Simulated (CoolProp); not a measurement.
Vapour-liquid equilibrium of R125 (1) + dimethyl ether (2) at -49.25 °C; x and y are mole fractions of (1).

Model: multi-fluid Helmholtz-energy mixture model, Lemmon 2005 and Wu 2011; pair parameters Bell 2016, in CoolProp.

```json
[
 {"x": "0.05", "bubble pressure (bar)": "0.3139", "y at the bubble point": "0.078", "dew pressure at overall composition x (bar)": "0.3105", "liquid density (mol/L)": "16.46"},
 {"x": "0.15", "bubble pressure (bar)": "0.3359", "y at the bubble point": "0.234", "dew pressure at overall composition x (bar)": "0.3233", "liquid density (mol/L)": "16.04"},
 {"x": "0.25", "bubble pressure (bar)": "0.3652", "y at the bubble point": "0.390", "dew pressure at overall composition x (bar)": "0.3385", "liquid density (mol/L)": "15.63"},
 {"x": "0.35", "bubble pressure (bar)": "0.4046", "y at the bubble point": "0.540", "dew pressure at overall composition x (bar)": "0.3567", "liquid density (mol/L)": "15.23"},
 {"x": "0.45", "bubble pressure (bar)": "0.4569", "y at the bubble point": "0.674", "dew pressure at overall composition x (bar)": "0.3793", "liquid density (mol/L)": "14.84"},
 {"x": "0.55", "bubble pressure (bar)": "0.5243", "y at the bubble point": "0.786", "dew pressure at overall composition x (bar)": "0.4079", "liquid density (mol/L)": "14.45"},
 {"x": "0.65", "bubble pressure (bar)": "0.6073", "y at the bubble point": "0.872", "dew pressure at overall composition x (bar)": "0.4458", "liquid density (mol/L)": "14.06"},
 {"x": "0.75", "bubble pressure (bar)": "0.7038", "y at the bubble point": "0.932", "dew pressure at overall composition x (bar)": "0.4990", "liquid density (mol/L)": "13.66"},
 {"x": "0.85", "bubble pressure (bar)": "0.8080", "y at the bubble point": "0.971", "dew pressure at overall composition x (bar)": "0.5819", "liquid density (mol/L)": "13.26"},
 {"x": "0.95", "bubble pressure (bar)": "0.9102", "y at the bubble point": "0.993", "dew pressure at overall composition x (bar)": "0.7459", "liquid density (mol/L)": "12.86"}
]
```

No azeotrope shows between x = 0.05 and 0.95.

The pair parameters rest on a limited set of measurements; away from them the model extrapolates.
